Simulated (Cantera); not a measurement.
Charge: 1 mol c-C4F8, 1.1 mol HCl, 10 mol H2, at 3448.15 K and 0.0480 Torr.

These are equilibrium values from Cantera (NASA tables, ideal gas, pure condensed phases), not measurements of a reactor. Candidate condensed phases: C, C6H6, C7H8, C8H18; 118 gas species. The feed counts by its element totals alone. Kinetics and transport are ignored.

Base state: H 0.616, F 0.232, C 0.116, Cl 0.0323, HF 0.00265, C2 0.000440, CF 0.000216, H2 8.85e-5 (mole fractions); condensed: gas only.

Problem. What changes in the equilibrium state with this change: c-C4F8 replaced by CF4?

Solution. 
```json
[
 {"species": "H", "before": "0.616", "after": "0.775"},
 {"species": "F", "before": "0.232", "after": "0.145"},
 {"species": "Cl", "before": "0.0323", "after": "0.0405"},
 {"species": "C", "before": "0.116", "after": "0.0367"},
 {"species": "C3", "before": "1.43e-5", "after": "4.52e-7"},
 {"species": "C2", "before": "0.000440", "after": "4.39e-5"},
 {"species": "CF", "before": "0.000216", "after": "4.27e-5"},
 {"species": "H2", "before": "8.85e-5", "after": "0.000140"}
]
```

Problem. What changes in the equilibrium state with this change: temperature from 3448.15 K to 1798.15 K?

Solution. 
```tsv
species	before	after
HF	0.00265	0.522
H2	8.85e-5	0.379
HCl	6.97e-6	0.0680
H	0.616	0.0271
C	0.116	3.76e-9
F	0.232	6.17e-6
Cl	0.0323	0.00372
C2	0.000440	<1e-9
C2H2 (acetylene)	<1e-9	6.55e-5
CF	0.000216	9.39e-9
C(graphite), mol	0	4.00
```
